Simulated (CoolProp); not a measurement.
Model: reference Helmholtz-energy equation of state, Thol 2014, in CoolProp.

Task: Give the vapour pressure (kPa), liquid density (kg/m³), vapour density (kg/m³), liquid cp (kJ/(kg K)) of saturated chloromethane (R40) at 92.45, 100.75, 125.75 °C.

Result: 
```csv
T (°C),p (kPa),liquid density (kg/m³),vapour density (kg/m³),liquid cp (kJ/(kg K))
92.45,2810,748,66.9,2.03
100.75,3290,721,80.4,2.17
125.75,5070,615,144,3.37
```
